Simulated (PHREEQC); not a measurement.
Consider water at 75 °C with 25 mmol/kgw CuSO4 and 0.099 mmol/kgw FeCl3. Closed to the air; pH follows from the charge balance.

Model: ion-association model, wateq4f.dat, run in PHREEQC.

```
quantity                    before     after
------------------------  --------  --------
pH                            4.11      4.09
ionic strength (mol/kgw)    0.0592    0.0326
Cu+2 (mol/kgw)              0.0147   0.00811
SO4-2 (mol/kgw)             0.0147   0.00804
CuSO4 (mol/kgw)             0.0101   0.00433
Cl- (mol/kgw)             0.000261  0.000273
SI of Tenorite (CuO)         +0.01     -0.22
SI of Cu(OH)2 (Cu(OH)2)      -1.01     -1.24
```

Q: Name the change that produced these shifts.
(A) temperature from 75 to 50 °C
(B) 0.01 mol/kgw NaH2PO4 added
(C) diluted 100-fold with water
(D) CuSO4 from 0.025 to 0.0125 mol/kgw
(E) FeCl3 from 9.9e-05 to 1.98e-05 mol/kgw

A: D, CuSO4 from 0.025 to 0.0125 mol/kgw

No solid was allowed to form. Some of these states are supersaturated (in Hematite (slow to form), Goethite (slow to form), for instance). Constants without temperature data keep their 25 °C values here.
